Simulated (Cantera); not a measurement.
Mixture: C3H8 : O2 : N2 = 1 : 7.25 : 36 (molar parts), at 65000 Pa, adiabatic and at constant volume. Ignition delay is the time to a rise of 400 K.

Detailed kinetics in Cantera: GRI-Mech 3.0 (53 species, 325 reactions). GRI-Mech 3.0 was tuned for natural gas; its chemistry of propane as a main component is partial and can be far from experiment.

**Question.** Predict: delay at 1150 K; delay at 1225 K; delay at 1300 K; delay at 1375 K; delay at 1450 K; delay at 1525 K; delay at 1600 K; apparent activation energy between 1450 and 1600 K.

**Answer.** 
```json
{
 "delay at 1150 K": "23.9 ms",
 "delay at 1225 K": "4.89 ms",
 "delay at 1300 K": "1.26 ms",
 "delay at 1375 K": "0.415 ms",
 "delay at 1450 K": "0.170 ms",
 "delay at 1525 K": "84.3 µs",
 "delay at 1600 K": "48.5 µs",
 "apparent activation energy between 1450 and 1600 K": "160 kJ/mol"
}
```
